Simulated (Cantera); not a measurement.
Feed: 1 mol B, 0.21 mol HCl, 1.3 mol O₂, held at 1002 °C and 0.240 bar.

Method: chemical equilibrium by Gibbs-energy minimisation in Cantera with the NASA 1993 tables (ideal gas, pure condensed phases). Gases not in the tables: H₃BO₃. Kinetics and transport are ignored.

```csv
species,before,after
O₂,0.717,0.878
HCl,0.207,0.0873
H₂O,0.0366,0.0164
Cl₂,0.0352,0.0155
HBO₂,0.000884,0.000593
(HBO₂)₃,3.07e-5,9.24e-6
HOCl,2.15e-5,1.01e-5
Cl,0.00378,0.00251
ClO,5.38e-5,3.95e-5
"B₂O₃(l), mol",0.500,0.500
```
Gas species are given as mole fractions.

Name the change that produced these shifts.
A) temperature from 1002 °C to 1150 °C
B) HCl from 0.21 to 0.075 mol
C) temperature from 1002 °C to 677 °C
D) pressure from 0.240 bar to 10.0 mbar

B, HCl from 0.21 to 0.075 mol
